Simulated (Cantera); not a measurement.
An adiabatic, constant-pressure homogeneous reactor starts with CO : H2 : O2 : N2 = 1 : 0.21 : 1.03 : 3.86 (molar parts), equivalence ratio 0.59, at 1325 K and 290000 Pa.

Cantera simulation using GRI-Mech 3.0 (53 species, 325 reactions); the numbers are that mechanism's predictions, not measurements. The hydrogen kinetics of GRI-Mech 3.0 are dated; newer H2 mechanisms differ, most at raised pressure.

Predict: time of steepest temperature rise; temperature at 0.300 s; equilibrium temperature; x(CO) at 0.300 s; x(H2) at 0.300 s; x(O2) at 0.300 s; x(CO2) at 0.300 s; x(NO) at 0.300 s; x(H2O2) at 0.300 s; x(O) at 0.300 s.


```
Item                                                                   Value
---------------------------------  -----------------------------------------
time of steepest temperature rise                                    18.8 µs
temperature at 0.300 s                                                2585 K
equilibrium temperature                                               2585 K
x(CO) at 0.300 s                       0.0196 (gas-phase equilibrium 0.0196)
x(H2) at 0.300 s                   0.000639 (gas-phase equilibrium 0.000639)
x(O2) at 0.300 s                       0.0757 (gas-phase equilibrium 0.0757)
x(CO2) at 0.300 s                        0.160 (gas-phase equilibrium 0.160)
x(NO) at 0.300 s                       0.0149 (gas-phase equilibrium 0.0149)
x(H2O2) at 0.300 s                   1.32e-7 (gas-phase equilibrium 1.32e-7)
x(O) at 0.300 s                      0.00354 (gas-phase equilibrium 0.00354)
```
